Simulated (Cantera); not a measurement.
Input: 1 mol Al, a varied amount of Cl₂, at 350 °C and 0.133 bar.

These are equilibrium values from Cantera (NASA tables, ideal gas, pure condensed phases), not measurements of a reactor. Candidate condensed phases: Al, AlCl₃; 8 gas species. Rates play no part.

Problem. Which condensed phases are stable at each of these points (n(Cl₂) (mol)): 0.61, 0.74, 0.91, 1.1, 1.3, 1.6, 2, 2.4, 3, 3.6, 4.4, 5.4?

Solution. 
```
n(Cl₂) (mol)  condensed phases  Al condensed (%)
------------  ----------------  ----------------
0.61                     Al(s)              59.3
0.74                     Al(s)              50.7
0.91                     Al(s)              39.3
1.1                      Al(s)              26.7
1.3                      Al(s)              13.3
1.6                   gas only               0.0
2                     gas only               0.0
2.4                   gas only               0.0
3                     gas only               0.0
3.6                   gas only               0.0
4.4                   gas only               0.0
5.4                   gas only               0.0
```

From 0.61 mol Cl₂ to 1.3 mol Cl₂ the condensed part is Al(s). From 1.6 mol Cl₂ to 5.4 mol Cl₂ nothing is condensed.
